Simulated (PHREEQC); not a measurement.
**Nickel, zinc or cadmium bath: an equilibrium model**

Dissolve 0.069 mol/kgw NiCl2, 0.0052 mol/kgw NaOH, 0.0045 mol/kgw HCl and 0.01 mol/kgw Ca(HCO3)2 at 25 °C. Closed to the air; pH follows from the charge balance.

Computed with PHREEQC (ion-association model, wateq4f.dat).

pH: 5.83
ionic strength: 0.198 mol/kgw
total alkalinity: 20.7 meq/kg

| species | molality | activity | log γ |
|---|---|---|---|
| Cl- | 0.135 | 0.0961 | -0.147 |
| Ni+2 | 0.0509 | 0.0158 | -0.507 |
| Ca+2 | 0.00990 | 0.00319 | -0.492 |
| NiCO3 | 0.00644 | 0.00674 | 0.020 |
| CO2 | 0.00575 | 0.00602 | 0.020 |
| NiHCO3+ | 0.00529 | 0.00395 | -0.127 |
| Na+ | 0.00520 | 0.00387 | -0.128 |
| NiCl+ | 0.00511 | 0.00382 | -0.127 |
| HCO3- | 0.00242 | 0.00181 | -0.127 |
| NiCl2 | 0.00127 | 0.00133 | 0.020 |
| CaHCO3+ | 9.72e-5 | 7.35e-5 | -0.121 |

This is a speciation only: nothing precipitates in the calculation. Species that the database lacks are ignored.
